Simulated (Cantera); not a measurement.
Hydrocarbon pyrolysis for carbon deposition

A perfectly stirred reactor is fed with C2H6 : N2 = 1 : 71 (molar parts), at 1800 Pa; it is held at 1800 K, and followed from long to short residence time.

Cantera simulation using GRI-Mech 3.0 (53 species, 325 reactions); the numbers are that mechanism's predictions, not measurements. GRI-Mech 3.0 stops at C3 and has no aromatics, soot or wall deposition, so with more carbon than oxygen in the feed, carbon stays in small species such as C2H2 where larger ones or solid carbon would form. Radical loss at walls, strong at low pressure, is not modelled.

| τ (s) | x C2H6 | x C2H4 | x CH3 | x H | x HCN | x H2 |
|---|---|---|---|---|---|---|
| 0.37 | 9.82e-6 | 6.15e-5 | 0.000345 | 0.000546 | 0.000348 | 0.0252 |
| 0.22 | 1.62e-5 | 9.82e-5 | 0.000447 | 0.000571 | 0.000276 | 0.0248 |
| 0.13 | 2.69e-5 | 0.000156 | 0.000582 | 0.000601 | 0.000217 | 0.0243 |
| 0.076 | 4.49e-5 | 0.000248 | 0.000762 | 0.000635 | 0.000170 | 0.0236 |
| 0.045 | 7.39e-5 | 0.000385 | 0.000992 | 0.000672 | 0.000133 | 0.0228 |
| 0.026 | 0.000124 | 0.000601 | 0.00131 | 0.000715 | 0.000103 | 0.0218 |
| 0.016 | 0.000196 | 0.000876 | 0.00167 | 0.000754 | 8.14e-5 | 0.0207 |
| 0.0091 | 0.000332 | 0.00132 | 0.00221 | 0.000798 | 6.13e-5 | 0.0192 |
x: mole fraction; the columns are a selection and need not sum to one.
